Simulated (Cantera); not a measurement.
What does this Cantera script print?

```python
import numpy as np
import cantera as ct

gas_names = """
    AL ALCL ALCL2 ALCL3 ALH ALN AL2 AL2CL6 CL CL2 H HCL H2 N NH NH2 NH3 N2 N2H2 N2H4
""".split()
cond_names = """
    AL(cr) AL(L) ALCL3(s) ALCL3(L) ALN(s) NH4CL(a) NH4CL(b)
""".split()


# ... load() reads the species with a 1 bar reference pressure and builds the phases ...
atoms = {
    'AlCl3': {'AL': 1, 'CL': 3},
    'NH3': {'N': 1, 'H': 3},
    'N2': {'N': 2},
}
top_T = {'ALN(s)': 2750}  # K; cautious upper limits of use, not melting points


# ... equilibrate(T, P, feed) seeds the gas with the atoms and calls Mixture.equilibrate('TP', solver="vcs", rtol=1e-11, max_steps=5000) ...
results = []
T = 1300  # K
P = 14000  # Pa
for m in [4.6, 8, 14, 25, 43, 75, 130, 230]:
    feed = {'AlCl3': 1, 'NH3': m, 'N2': 20}  # mol
    mix = equilibrate(T, P, feed)
    results.append((T, P, feed, dict(zip(mix.species_names, mix.species_moles))))
    x = sorted(zip(gas.X, gas.species_names), reverse=True)
    print(f"T = {T:g} K  P = {P:g} Pa  n(NH3) = {m:g} mol  gas = {mix.phase_moles(0):.4g} mol")
    print("   x: " + "  ".join(f"{s} {v:.3e}" for v, s in x if v > 0.0001))
    print("   condensed (mol): " + ("  ".join(f"{mix.phase(i).name} {mix.phase_moles(i):.4g}"
          for i in range(1, mix.n_phases) if mix.phase_moles(i) > 1e-12) or "none"))
```

It prints:

```
T = 1300 K  P = 14000 Pa  n(NH3) = 4.6 mol  gas = 30.2 mol
   x: N2 7.309e-01  H2 2.059e-01  HCL 4.514e-02  ALCL3 1.801e-02
   condensed (mol): ALN(s) 0.4534
T = 1300 K  P = 14000 Pa  n(NH3) = 8 mol  gas = 37 mol
   x: N2 6.409e-01  H2 3.012e-01  HCL 4.614e-02  ALCL3 1.160e-02
   condensed (mol): ALN(s) 0.5681
T = 1300 K  P = 14000 Pa  n(NH3) = 14 mol  gas = 49 mol
   x: N2 5.439e-01  H2 4.073e-01  HCL 4.243e-02  ALCL3 6.231e-03
   condensed (mol): ALN(s) 0.6922
T = 1300 K  P = 14000 Pa  n(NH3) = 25 mol  gas = 71 mol
   x: H2 5.109e-01  N2 4.520e-01  HCL 3.441e-02  ALCL3 2.595e-03
   condensed (mol): ALN(s) 0.8136
T = 1300 K  P = 14000 Pa  n(NH3) = 43 mol  gas = 107 mol
   x: H2 5.901e-01  N2 3.836e-01  HCL 2.530e-02  ALCL3 9.020e-04
   condensed (mol): ALN(s) 0.9018
T = 1300 K  P = 14000 Pa  n(NH3) = 75 mol  gas = 171 mol
   x: H2 6.495e-01  N2 3.335e-01  HCL 1.680e-02  ALCL3 2.451e-04
   condensed (mol): ALN(s) 0.9568
T = 1300 K  P = 14000 Pa  n(NH3) = 130 mol  gas = 281 mol
   x: H2 6.887e-01  N2 3.007e-01  HCL 1.050e-02
   condensed (mol): ALN(s) 0.9828
T = 1300 K  P = 14000 Pa  n(NH3) = 230 mol  gas = 481 mol
   x: H2 7.141e-01  N2 2.796e-01  HCL 6.200e-03
   condensed (mol): ALN(s) 0.9936
```

Equilibrium computed with Cantera from the NASA thermochemical tables; the gas is ideal and each condensed phase is pure. The tables' values for AlCl2 are old estimates; treat these amounts as uncertain.
